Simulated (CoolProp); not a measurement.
A single-stage vapour-compression cycle with R245ca: evaporating at 306.15 K (dew point), condensing at 348.15 K (bubble point), superheat 5 K, subcooling 8 K, compressor efficiency 0.65, no pressure losses. Each further row changes one setting.

Computed with CoolProp (reference Helmholtz-energy equation of state, Zhou 2016).

```
case                              cooling COP  pressure ratio  discharge temperature (K)  refrigerating effect (kJ/kg)  volumetric capacity (kJ/m³)
--------------------------------  -----------  --------------  -------------------------  ----------------------------  ---------------------------
as stated                                4.16            3.70                      355.9                           156                         1150
evaporating temperature 311.15 K         4.91            3.10                      355.1                           160                         1390
condensing temperature 343.15 K          4.85            3.23                      351.1                           163                         1200
subcooling 13 K                          4.35            3.70                      355.9                           163                         1200
superheat 15 K                           4.24            3.70                      366.0                           165                         1170
compressor efficiency 0.55               3.52            3.70                      362.1                           156                         1150
```
